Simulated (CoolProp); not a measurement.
A single-stage vapour-compression cycle with R245fa: evaporating at 283.15 K (dew point), condensing at 323.15 K (bubble point), superheat 0 K, subcooling 0 K, compressor efficiency 0.75, no pressure losses. Each further row changes one setting.

Model: reference Helmholtz-energy equation of state, Akasaka 2015, in CoolProp.

| case | cooling COP | pressure ratio | discharge temperature (K) | refrigerating effect (kJ/kg) | volumetric capacity (kJ/m³) |
|---|---|---|---|---|---|
| as stated | 4.41 | 4.18 | 326.6 | 146 | 712 |
| evaporating temperature 288.15 K | (withheld) | (withheld) | (withheld) | 150 | (withheld) |
| condensing temperature 318.15 K | 5.20 | 3.57 | 321.7 | 153 | 746 |
| subcooling 5 K | 4.62 | 4.18 | 326.6 | 153 | 746 |
| superheat 10 K | 4.48 | 4.18 | (withheld) | (withheld) | (withheld) |
| compressor efficiency 0.65 | 3.83 | 4.18 | (withheld) | 146 | 712 |

Problem. What belongs in the gaps?

Solution. 
- evaporating temperature 288.15 K, cooling COP: 5.26
- evaporating temperature 288.15 K, pressure ratio: 3.40
- evaporating temperature 288.15 K, discharge temperature (K): 325.7
- evaporating temperature 288.15 K, volumetric capacity (kJ/m³): 886
- superheat 10 K, discharge temperature (K): 336.8
- superheat 10 K, refrigerating effect (kJ/kg): 155
- superheat 10 K, volumetric capacity (kJ/m³): 725
- compressor efficiency 0.65, discharge temperature (K): 331.7
